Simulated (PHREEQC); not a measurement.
Consider water at 25 °C with 0.26 mol/kgw LiI. Closed to the air; pH follows from the charge balance.

Computed with PHREEQC (ion-association model, wateq4f.dat).

Precipitation was switched off in this run.

Q: Predict the activity of water.

A: activity of water 0.991.
